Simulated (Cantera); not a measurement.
Input: 1 mol Al(CH3)3, 4.4 mol NH3, 10 mol N2, at 698 Torr.

Equilibrium computed with Cantera from the NASA thermochemical tables; the gas is ideal and each condensed phase is pure. Candidate condensed phases: Al, AlN, C, C6H6, C7H8, C8H18; 97 gas species. The feed counts by its element totals alone. Equilibrium is a limit: real reactors are often held back by kinetics, nucleation or transport.

Over these rows the condensed part is AlN(s) + C(graphite). Partial pressures as log10 of bar:

```
T (K)  1000/T (1/K)  log p HCN  log p N2  log p H2
-----  ------------  ---------  --------  --------
900          1.1111      -6.42     -0.30     -0.42
1000         1.0000          ?     -0.31     -0.37
1100         0.9091      -4.99     -0.32     -0.35
1200         0.8333      -4.46     -0.32     -0.35
1300         0.7692      -4.02     -0.32     -0.35
1400         0.7143      -3.64     -0.32     -0.35
```

Question: Fit log p(HCN) = a + b·(1000/T) to the five rows, give the apparent enthalpy, and predict the row at 1000 K.

Answer: Means: 1000/T = 0.8674, log p = -4.706. Sxy = -0.668503, Sxx = 0.0953742, so b = -7.01 and a = -4.706 − (-7.01)×0.8674 = 1.37.
Apparent enthalpy: −19.145 × (-7.01) = 134 kJ/mol. With the condensed phases at unit activity, C(graphite) + 1/2 N2(g) + 1/2 H2(g) = HCN(g) links this pressure to the main gases: over the six rows their terms move log p by +0.02 in all, so the slope is close to that reaction's ΔH°. The five rows lie within 0.01 of the line.
Prediction at 1000 K: 1.37 + (-7.01)×1.0000 = -5.64. The computed value is -5.63, 0.01 from the line.
